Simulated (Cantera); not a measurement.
A diamond (100) surface in a fixed gas of H2 with x(CH4) = 0.0072, x(H) = 0.00049, x(CH3) = 0.00061, 2200 Pa; coverages are run to steady state.

Detailed kinetics in Cantera: the Harris–Goodwin 1993 mechanism for the reconstructed diamond (100) surface.

θ: site fractions in the mechanism's names (c6HH fully hydrogenated, c6H* and c6*H radical sites, c6** diradical, c6HM methylated).

| T (K) | growth (µm/h) | θ c6HH | θ c6H* | θ c6*H | θ c6** | θ c6HM |
|---|---|---|---|---|---|---|
| 925 | ___ | 0.345 | 0.00611 | 0.157 | 0.00197 | 0.384 |
| 975 | ___ | 0.393 | 0.00982 | 0.216 | 0.00346 | 0.282 |
| 1025 | ___ | 0.458 | 0.0156 | 0.298 | 0.00588 | 0.158 |
| 1075 | ___ | 0.498 | 0.0222 | 0.373 | 0.00880 | 0.0633 |
| 1125 | ___ | 0.502 | 0.0280 | 0.420 | 0.0115 | 0.0211 |
| 1175 | 0.660 | 0.491 | 0.0331 | 0.445 | 0.0137 | 0.00672 |
| 1225 | 0.612 | 0.478 | 0.0375 | 0.458 | 0.0156 | 0.00218 |
| 1275 | ___ | 0.470 | 0.0416 | 0.464 | 0.0173 | 0.000722 |
| 1325 | ___ | 0.468 | 0.0452 | 0.464 | 0.0187 | 0.000246 |
| 1375 | ___ | 0.470 | 0.0485 | 0.460 | 0.0194 | 8.90e-5 |

Task: Complete the blanks.

Result: 
- 925, growth (µm/h): 1.99
- 975, growth (µm/h): 2.37
- 1025, growth (µm/h): 2.10
- 1075, growth (µm/h): 1.37
- 1125, growth (µm/h): 0.859
- 1275, growth (µm/h): 0.554
- 1325, growth (µm/h): 0.395
- 1375, growth (µm/h): 0.208
